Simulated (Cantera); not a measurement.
What does this Cantera script print?

```python
import numpy as np
import cantera as ct

gas_names = """
    B BF BF2 BF3 BN BO BOF BOF2 BO2 B2 B2O B2O2 B2O3 B3O3F3 F FO FO2 F2 F2O N NF NF2 NF3 NO NO2 NO3 N2
    N2O O O2 O3
""".split()
cond_names = """
    B(b) B(L) BN(s) B2O3(L)
""".split()


def load(file, names, dense=False):
    # The tables refer to 1 bar. Condensed volumes are neglected.
    table = {s.name: s for s in ct.Species.list_from_file(file)}
    out = []
    for n in names:
        d = dict(table[n].input_data)
        d["thermo"] = dict(d["thermo"], **{"reference-pressure": 1e5})
        if dense:
            d["equation-of-state"] = {"model": "constant-volume", "density": "1e6 g/cm^3"}
        out.append(ct.Species.from_dict(d))
    return out


gas = ct.Solution(thermo="ideal-gas", species=load("nasa_gas.yaml", gas_names))
cond = {s.name: ct.Solution(thermo="fixed-stoichiometry", species=[s], name=s.name)
        for s in load("nasa_condensed.yaml", cond_names, dense=True)}
atoms = {
    'BF3': {'B': 1, 'F': 3},
    'O2': {'O': 2},
    'N2': {'N': 2},
}
top_T = {'BN(s)': 3200}  # K; cautious upper limits of use, not melting points


def equilibrate(T, P, feed):
    n = {}
    for name, mol in feed.items():
        for a, k in atoms[name].items():
            n[a] = n.get(a, 0.0) + k * mol
    gas.TPX = T, P, n
    mass = sum(n.values()) * gas.mean_molecular_weight
    gas.equilibrate("TP")
    valid = [c for c in cond.values() if c.min_temp <= T <= top_T.get(c.name, c.max_temp)]
    mix = ct.Mixture([(gas, mass / gas.mean_molecular_weight)] + [(c, 0.0) for c in valid])
    mix.T, mix.P = T, P
    mix.equilibrate("TP", solver="vcs", rtol=1e-11, max_steps=5000)
    return mix


results = []
feed = {'BF3': 1, 'O2': 0.25, 'N2': 0.74}  # mol
P = 7800  # Pa
for T in [1750, 1800, 1850, 1900, 1950, 2000, 2050, 2100, 2150, 2200, 2250, 2300, 2350, 2400]:
    mix = equilibrate(T, P, feed)
    results.append((T, P, feed, dict(zip(mix.species_names, mix.species_moles))))

top = {s: max(r[3][s] / sum(r[3][g] for g in gas_names) for r in results) for s in gas_names}
cols = sorted((s for s in top if top[s] > 1e-05), key=lambda s: -top[s])[:5]
seen = [c for c in cond_names if any(r[3].get(c, 0) > 1e-12 for r in results)]
print("log10 of partial pressures in bar; condensed amounts in mol")
print(f"{'T/K':>10s}" + "".join(f"{s[:9]:>10s}" for s in cols + seen))
for T, P, feed, n in results:
    ng = sum(n[g] for g in gas_names)
    print(f"{T:10.4g}" + "".join(f"{np.log10(max(n[s] / ng * P / 1e5, 1e-99)):10.3f}" for s in cols)
          + "".join(f"{n.get(c, 0):10.4g}" for c in seen))
```

It prints:

```
log10 of partial pressures in bar; condensed amounts in mol
       T/K       BF3        N2        O2         F       BOF
      1750    -1.407    -1.539    -2.013    -4.154    -4.472
      1800    -1.408    -1.539    -2.015    -3.961    -4.276
      1850    -1.408    -1.540    -2.016    -3.778    -4.092
      1900    -1.409    -1.540    -2.019    -3.605    -3.917
      1950    -1.410    -1.541    -2.022    -3.441    -3.752
      2000    -1.412    -1.542    -2.026    -3.285    -3.595
      2050    -1.414    -1.543    -2.031    -3.138    -3.446
      2100    -1.417    -1.545    -2.037    -2.997    -3.306
      2150    -1.421    -1.547    -2.046    -2.864    -3.172
      2200    -1.426    -1.550    -2.057    -2.738    -3.046
      2250    -1.432    -1.553    -2.070    -2.619    -2.926
      2300    -1.440    -1.557    -2.087    -2.506    -2.813
      2350    -1.449    -1.561    -2.109    -2.399    -2.706
      2400    -1.461    -1.566    -2.136    -2.299    -2.605
```

Equilibrium computed with Cantera from the NASA thermochemical tables; the gas is ideal and each condensed phase is pure. The tables' values for BF2 are old estimates; treat these amounts as uncertain.
